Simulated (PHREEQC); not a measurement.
1 kg of water holding 0.21 mol NaHCO3 meets 20 L of dry gas (N2 0.37, O2 0.63 by moles) at fixed total pressure, at 100 °C; fugacities by Peng-Robinson. The gases take part in no redox reaction, some water evaporates into the gas, and hydrates or a liquid gas phase aren't modelled. Nothing may precipitate in this run.

All values are PHREEQC results (ion-association model, phreeqc.dat), not measurements.

```csv
P (atm),dissolved N2 (mol/kgw),φ of N2,p of N2 (atm),dissolved O2 (mol/kgw),φ of O2,p of O2 (atm)
2,0.000163,1.005,0.371,0.000464,1.001,0.632
5,0.000647,1.003,1.48,0.00184,0.999,2.51
10,0.00145,1.003,3.32,0.00410,0.997,5.65
20,0.00303,1.004,7.01,0.00852,0.994,11.9
30,0.00458,1.005,10.7,0.0128,0.991,18.2
40,0.00611,1.006,14.4,0.0170,0.988,24.5
50,0.00761,1.007,18.1,0.0211,0.986,30.7
75,0.0113,1.012,27.3,0.0308,0.981,46.4
100,0.0148,1.017,36.5,0.0400,0.977,62.1
150,0.0215,1.030,54.9,0.0567,0.971,93.4
200,0.0278,1.046,73.3,0.0715,0.969,125
300,0.0394,1.087,110,0.0970,0.973,187
400,0.0500,1.139,147,0.118,0.986,250
```

At this temperature some constants are extrapolated from 25 °C, and those without enthalpy data are left unchanged.
